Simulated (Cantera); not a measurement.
What does this Cantera script print?

```python
import numpy as np
import cantera as ct

gas_names = """
    H HNO HNO2 HNO3 HO2 H2 H2O H2O2 N NH NH2 NH3 NH2OH NO NO2 NO3 N2 N2H2 N2H4 N2O O OH O2 O3 Zr ZrN ZrO
    ZrO2
""".split()
cond_names = """
    H2O(s) H2O(L) Zr(a) Zr(b) Zr(L) ZrN(s) ZrN(L) ZrO2(a) ZrO2(b) ZrO2(L)
""".split()


# ... load() reads the species with a 1 bar reference pressure and builds the phases ...
atoms = {
    'ZrO2': {'Zr': 1, 'O': 2},
    'H2': {'H': 2},
    'N2': {'N': 2},
}
top_T = {}  # K; cautious upper limits of use, not melting points


# ... equilibrate(T, P, feed) seeds the gas with the atoms and calls Mixture.equilibrate('TP', solver="vcs", rtol=1e-11, max_steps=5000) ...
results = []
feed = {'ZrO2': 1, 'H2': 0.31, 'N2': 0.69}  # mol
T = 1675  # K
P = 34  # Pa
mix = equilibrate(T, P, feed)
results.append((T, P, feed, dict(zip(mix.species_names, mix.species_moles))))
x = sorted(zip(gas.X, gas.species_names), reverse=True)
print(f"T = {T:g} K  P = {P:g} Pa  gas = {mix.phase_moles(0):.4g} mol")
print("   x: " + "  ".join(f"{s} {v:.3e}" for v, s in x if v > 1e-06))
print("   condensed (mol): " + ("  ".join(f"{mix.phase(i).name} {mix.phase_moles(i):.4g}"
      for i in range(1, mix.n_phases) if mix.phase_moles(i) > 1e-12) or "none"))
```

Result:

```
T = 1675 K  P = 34 Pa  gas = 1.002 mol
   x: N2 6.888e-01  H2 3.077e-01  H 3.493e-03  H2O 2.685e-06
   condensed (mol): ZrN(s) 1.345e-06  ZrO2(b) 1
```

Cantera equilibrium calculation (NASA polynomials, part measured and part estimated; ideal gas, pure solids and liquids).
